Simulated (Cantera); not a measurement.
Low-pressure radical oxidation in H2/O2

An isothermal, constant-pressure homogeneous reactor starts with H₂ : O₂ = 0.27 : 1 (molar parts), at 1100 K and 0.0267 bar.

Detailed kinetics in Cantera: GRI-Mech 3.0 (53 species, 325 reactions). Radical loss at walls, strong at low pressure, is not modelled. The temperature is held fixed by assumption; the heat of reaction is taken as removed at once.

| t (s) | x H₂ | x O₂ | x HO₂ | x OH | x O | x H |
|---|---|---|---|---|---|---|
| 5.00e-5 | 0.213 | 0.787 | 1.96e-9 | 4.55e-10 | 7.86e-10 | 2.09e-9 |
| 0.000183 | 0.213 | 0.787 | 7.62e-9 | 1.00e-8 | 2.00e-8 | 3.69e-8 |
| 0.000671 | 0.212 | 0.787 | 4.48e-6 | 0.000114 | 0.000230 | 0.000417 |
| 0.00246 | 0.00728 | 0.721 | 2.53e-5 | 0.00616 | 0.0328 | 0.0324 |
| 0.00902 | 0.000688 | 0.759 | 1.59e-5 | 0.00168 | 0.00283 | 0.000720 |
| 0.0330 | 3.64e-5 | 0.762 | 2.78e-6 | 0.000385 | 0.000154 | 8.94e-6 |
| 0.121 | 3.22e-6 | 0.762 | 3.93e-7 | 0.000125 | 1.60e-5 | 3.00e-7 |
| 0.444 | 4.81e-7 | 0.762 | 7.34e-8 | 5.11e-5 | 2.70e-6 | 2.05e-8 |
| 1.63 | 9.66e-8 | 0.762 | 1.73e-8 | 2.36e-5 | 5.76e-7 | 2.02e-9 |
| 5.96 | 2.26e-8 | 0.762 | 6.02e-9 | 1.16e-5 | 1.39e-7 | 2.40e-10 |
| 21.8 | 6.01e-9 | 0.762 | 4.86e-9 | 6.00e-6 | 3.73e-8 | 3.35e-11 |
| 80.0 | 2.48e-9 | 0.762 | 6.24e-9 | 3.82e-6 | 1.52e-8 | 8.91e-12 |
x: mole fraction; the columns are a selection and need not sum to one.

Equilibrium at this temperature and pressure: H₂ 2.21e-9, O₂ 0.762, HO₂ 6.53e-9, OH 3.59e-6, O 1.34e-8, H 7.50e-12 (gas phase only).
